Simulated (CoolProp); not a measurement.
C3F8 (R218) at several states: Z from the reference equation and from simpler models built on Tc = 345.0 K, pc = 2.640 MPa, ω = 0.317; each cubic takes its own stable root.

Values from CoolProp's reference Helmholtz-energy equation of state, Lemmon 2006. It is a short technical equation, of lower accuracy than the large ones.

```csv
T (K),p (MPa),phase,reference
307.7,0.0371,gas,0.9931
382.3,0.502,gas,0.9555
220.7,0.132,liquid,0.008091
246.8,0.283,liquid,0.01651
250,0.218,liquid,0.01267
```

Q: How far does each simpler model (Soave-Redlich-Kwong, Peng-Robinson) lie from the reference over these 5 states: mean and median of the absolute difference, and the worst?

A: 
- Soave-Redlich-Kwong: mean 3.4 %, median 5.4 %, worst +5.9 % at 250 K and 0.218 MPa
- Peng-Robinson: mean 4.1 %, median 6.5 %, worst -6.7 % at 220.7 K and 0.132 MPa
